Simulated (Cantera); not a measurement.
Feed: 1 mol Si, 0.0018 mol O2, 22 mol N2, at 1227 °C and 0.00383 Torr.

These are equilibrium values from Cantera (NASA tables, ideal gas, pure condensed phases), not measurements of a reactor. Candidate condensed phases: Si, SiO2, Si2N2O, Si3N4; 16 gas species. Rates play no part.

Base state: N2 0.998, Si 0.00206, SiO 0.000163 (mole fractions); condensed: Si(s).

### Question
What changes in the equilibrium state with this change: pressure from 0.00383 Torr to 203 Torr?

### Answer
```tsv
species	before	after
N2	0.998	1.00
SiO	0.000163	1.80e-7
Si	0.00206	<1e-9
Si(s), mol	0.950	0
Si2N2O(s), mol	0	0.00360
Si3N4(s), mol	0	0.331
```
Mutual solubility and eutectic melting of coexisting phases are not modelled.

### Question
What changes in the equilibrium state with this change: O2 from 0.0018 to 0.021 mol?

### Answer
```tsv
species	before	after
N2	0.998	0.996
Si	0.00206	0.00206
SiO	0.000163	0.00190
Si(s), mol	0.950	0.912
```
